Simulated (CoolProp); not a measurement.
n-perfluorohexane along the isobar 478 kPa: density (kg/m³) from the reference equation and from simpler models built on Tc = 448.0 K, pc = 1742 kPa, ω = 0.497; each cubic takes its own stable root.

Model: reference Helmholtz-energy equation of state, Gao 2022, in CoolProp.

| T (K) | phase | reference | ideal gas | van der Waals | Redlich-Kwong | Peng-Robinson |
|---|---|---|---|---|---|---|
| 389.3 | gas | 61.48 | 49.92 | 57.28 | 59.30 | 61.78 |
| 396.9 | gas | 59.16 | 48.96 | 55.76 | 57.49 | 59.53 |
| 404.5 | gas | 57.10 | 48.04 | 54.33 | 55.81 | 57.51 |
| 412.1 | gas | 55.25 | 47.16 | 52.99 | 54.26 | 55.67 |
| 419.7 | gas | 53.57 | 46.30 | 51.72 | 52.82 | 53.98 |
| 427.3 | gas | 52.03 | 45.48 | 50.52 | 51.47 | 52.43 |
| 434.8 | gas | 50.63 | 44.70 | 49.40 | 50.22 | 51.01 |
| 442.4 | gas | 49.31 | 43.93 | 48.32 | 49.03 | 49.67 |
| 450 | gas | 48.09 | 43.19 | 47.29 | 47.90 | 48.42 |
